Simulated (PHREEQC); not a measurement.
## Buffer

Dissolve 20 mmol/kgw KH2PO4, 1.9 mmol/kgw NaOH and 62 mmol/kgw KCl at 46 °C. Closed to the air; pH follows from the charge balance.

Equilibrium calculation in PHREEQC: ion-association model, phreeqc.dat.

No solid was allowed to form.

Problem. Estimate the pH, specific conductance.

Solution. pH 5.84; specific conductance 14700 µS/cm.

Problem. In which forms is P present?

Solution. H2PO4- 90 %, HPO4-2 9.0 %, KHPO4- 0.5 % of the P.

At this temperature some constants are extrapolated from 25 °C, and those without enthalpy data are left unchanged.
